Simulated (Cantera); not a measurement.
# Equilibrium for silicon oxide and oxynitride deposition: SiH2Cl2 + O3

Input: 1 mol SiH2Cl2, a varied amount of O3, equilibrated at 1800 K and 21.0 Pa.

Method: chemical equilibrium by Gibbs-energy minimisation in Cantera with the NASA 1993 tables (ideal gas, pure condensed phases). Candidate condensed phases: H2O, Si, SiO2; 30 gas species. The tables' values for SiCl, SiCl3, SiO2 are old estimates; treat these amounts as uncertain. The tables hold silica as quartz up to 1696 K and as liquid above; real silica turns to tridymite and cristobalite and melts near 1996 K. Gases not in the tables: Si2H6 and higher silanes. Kinetics and transport are ignored.

| n(O3) (mol) | x HCl | x O2 | x H2 | x SiCl2 | x SiO | x Cl | x H2O | x Si | x H | n Si(l) | n SiO2(condensed) |
|---|---|---|---|---|---|---|---|---|---|---|---|
| 0.052 | 0.196 | <1e-12 | 0.345 | 0.345 | 0.0703 | 0.00632 | 6.30e-9 | 0.0151 | 0.0145 | 0.0282 | 0 |
| 0.095 | 0.252 | <1e-12 | 0.296 | 0.295 | 0.122 | 0.00877 | 2.12e-8 | 0.00671 | 0.0134 | 0 | 0 |
| 0.17 | 0.386 | <1e-12 | 0.194 | 0.189 | 0.200 | 0.0166 | 1.27e-7 | 0.00120 | 0.0109 | 0 | 0 |
| 0.32 | 0.574 | <1e-12 | 0.0385 | 0.0128 | 0.315 | 0.0553 | 6.49e-6 | 7.32e-6 | 0.00485 | 0 | 0 |
| 0.59 | 0.776 | 1.45e-7 | 0.0340 | 1.41e-5 | 0.102 | 0.0796 | 0.00349 | 3.90e-9 | 0.00456 | 0 | 0.762 |
| 1.1 | 0.450 | 0.163 | 0.00113 | 1.28e-10 | 9.62e-5 | 0.253 | 0.122 | <1e-12 | 0.000829 | 0 | 1.000 |
| 2 | 0.263 | 0.415 | 0.000575 | 3.36e-11 | 6.02e-5 | 0.208 | 0.0997 | <1e-12 | 0.000593 | 0 | 1.000 |
| 3.6 | 0.148 | 0.615 | 0.000341 | 1.20e-11 | 4.95e-5 | 0.151 | 0.0719 | <1e-12 | 0.000456 | 0 | 0.999 |
x: gas mole fraction; n: condensed amount in mol.

At 0.052 mol O3 the condensed part is Si(l). From 0.095 mol O3 to 0.32 mol O3 nothing is condensed. From 0.59 mol O3 to 3.6 mol O3 the condensed part is SiO2(condensed). The main Si-bearing gas is SiCl2 at 0.052 mol O3 and SiO at 3.6 mol O3.
